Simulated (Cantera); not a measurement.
Input: 1 mol B2H6, 0.088 mol H2O, 15 mol N2, equilibrated at 1425 K and 170 Pa.

Cantera equilibrium calculation (NASA polynomials, part measured and part estimated; ideal gas, pure solids and liquids). Candidate condensed phases: B, BN, B2O3, B3O3H3, H2O; 39 gas species. The feed counts by its element totals alone. N2 is the only nitrogen source here; it is nearly inert below about 1500 K, so the nitride shown seldom forms there in practice. Kinetics and transport are ignored.

Base state: N2 0.818, H2 0.179, HBO2 0.00129, HBO 0.000813, B2O3 0.000522, H2O 9.50e-5, H 7.00e-5, B2O2 3.41e-5 (mole fractions); condensed: BN(s).

Task: What changes in the equilibrium state with this change: temperature from 1425 K to 1673 K?

Result: 
```
species       before     after
----------  --------  --------
N2             0.818     0.817
H2             0.179     0.177
HBO         0.000813   0.00342
BO           9.29e-6  0.000463
H            7.00e-5   0.00116
HBO2         0.00129  0.000136
BN(s), mol      1.94      1.92
```
